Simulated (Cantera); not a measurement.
Predominance diagram of Li at 1825 K against the partial pressures of O2 and H2O (log10, bar). Standard-state values (1 bar) from the NASA 1993 polynomials, evaluated with Cantera. Candidates: Li(l), LiH(l), LiOH(l), Li2O(s). Only these pure phases compete in this equilibrium. Not in the tables: the peroxide.

```
log p(H2O) \ log p(O2)
        columns: -7, -6.4, -5.9, -5.3, -4.7, -4.1, -3.6, -3, -2.4, -1.9, -1.3, -0.7, -0.1, 0.4, 1
      1  A A A A A A A A A A A A A A A
    0.2  B B B B B B B B B B B B B B B
   -0.6  B B B B B B B B B B B B B B B
   -1.4  B B B B B B B B B B B B B B B
   -2.2  B B B B B B B B B B B B B B B
     -3  B B B B B B B B B B B B B B B
   -3.8  B B B B B B B B B B B B B B B
   -4.6  B B B B B B B B B B B B B B B
   -5.4  B B B B B B B B B B B B B B B
   -6.2  B B B B B B B B B B B B B B B
     -7  B B B B B B B B B B B B B B B
```

A: LiOH(l); B: Li2O(s).
